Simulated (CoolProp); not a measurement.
A simple Rankine cycle with R365MFC: condensing at 324.15 K, boiler at 0.494 MPa, turbine inlet 499 K, turbine efficiency 0.9, pump efficiency 0.6, no recuperator. Each further row changes one setting.

Computed with CoolProp (reference Helmholtz-energy equation of state, Lemmon 2016).

```tsv
case	thermal efficiency (%)	net work (kJ/kg)	heat in (kJ/kg)	turbine exit temperature (K)	volume ratio over the turbine
as stated	7.3	28.4	389	474.7	3.29
condensing temperature 316.15 K	8.7	34.8	400	469.5	4.29
boiler pressure 0.346 MPa	5.2	20.4	390	482.0	2.31
turbine efficiency 0.8	6.5	25.2	389	477.2	3.30
```
